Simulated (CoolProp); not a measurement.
Vapour-liquid equilibrium of propane (1) + R227EA (2) at 13.35 °C; x and y are mole fractions of (1).

Model: multi-fluid Helmholtz-energy mixture model, Lemmon 2009 and Lemmon 2016; pair parameters Bell 2016, in CoolProp.

Q: Give the bubble pressure and the first vapour's composition at x = 0.2, 0.65, 0.8. Is there an azeotrope?

A: x = 0.2: 552.1 kPa, y = 0.494; x = 0.65: 730.8 kPa, y = 0.732; x = 0.8: 743.1 kPa, y = 0.802. y crosses x between x = 0.8 and 0.95: the model has an azeotrope there.

The pair parameters rest on a limited set of measurements; away from them the model extrapolates.
